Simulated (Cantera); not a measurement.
Cantera run, input and output.

```python
import numpy as np
import cantera as ct

gas = ct.Solution("gri30.yaml")
gas.TPX = 1900, 1333, {'C2H6': 1, 'H2': 10}
reactor = ct.IdealGasConstPressureReactor(gas, energy="off", clone=False)
net = ct.ReactorNet([reactor])
net.rtol, net.atol = 1e-08, 1e-18
show = ['C2H6', 'H2', 'CH4', 'H', 'C2H2']
times = np.geomspace(7e-05, 3, 11)

steps = ct.SolutionArray(gas, extra=["t"])
rows = []
print(f"{'t/s':>10s}{'T/K':>9s}{'P/Pa':>11s}" + "".join(f"{s:>11s}" for s in show))
for t in times:
    while net.time < t:
        t_next = net.step()
        steps.append(gas.state, t=t_next)
    rows.append([np.interp(t, steps.t, y) for y in (steps.T, steps.P, *steps(*show).X.T)])
    print(f"{t:10.3e}{rows[-1][0]:9.1f}{rows[-1][1]:11.4g}" + "".join(f"{x:11.3e}" for x in rows[-1][2:]))
rate = np.gradient(steps.T, steps.t)
print("integrator steps:", len(steps.t))
if steps.T.max() > steps.T[0] + 200:
    print(f"time of steepest temperature rise: {steps.t[rate.argmax()]:.4e} s")
gas.TPX = 1900, 1333, {'C2H6': 1, 'H2': 10}
gas.equilibrate("TP")
print(f"equilibrium (TP): T = {gas.T:.1f} K  " + "  ".join(f"{s} {gas[s].X[0]:.3e}" for s in show))
```

Result:

```
       t/s      T/K       P/Pa       C2H6         H2        CH4          H       C2H2
 7.000e-05   1900.0       1333  2.369e-02  8.569e-01  4.904e-02  1.012e-02  9.864e-04
 2.034e-04   1900.0       1333  3.164e-04  8.396e-01  8.764e-02  1.522e-02  1.324e-02
 5.909e-04   1900.0       1333  1.104e-04  8.545e-01  8.401e-02  9.852e-03  2.771e-02
 1.717e-03   1900.0       1333  5.334e-05  8.683e-01  7.465e-02  6.143e-03  3.825e-02
 4.988e-03   1900.0       1333  2.295e-05  8.802e-01  6.215e-02  4.046e-03  4.692e-02
 1.449e-02   1900.0       1333  1.008e-05  8.912e-01  4.645e-02  3.350e-03  5.510e-02
 4.210e-02   1900.0       1333  3.593e-06  9.030e-01  2.677e-02  3.582e-03  6.432e-02
 1.223e-01   1900.0       1333  6.229e-07  9.126e-01  9.973e-03  4.364e-03  7.205e-02
 3.554e-01   1900.0       1333  4.851e-08  9.161e-01  2.427e-03  5.626e-03  7.552e-02
 1.033e+00   1900.0       1333  2.898e-09  9.165e-01  5.491e-04  6.492e-03  7.639e-02
 3.000e+00   1900.0       1333  3.076e-10  9.166e-01  1.704e-04  6.620e-03  7.657e-02
integrator steps: 1388
equilibrium (TP): T = 1900.0 K  C2H6 1.088e-10  H2 9.166e-01  CH4 9.257e-05  H 6.628e-03  C2H2 7.660e-02
```

Model: GRI-Mech 3.0 (53 species, 325 reactions), integrated in Cantera. GRI-Mech 3.0 stops at C3 and has no aromatics, soot or wall deposition, so with more carbon than oxygen in the feed, carbon stays in small species such as C2H2 where larger ones or solid carbon would form. Radical loss at walls, strong at low pressure, is not modelled.
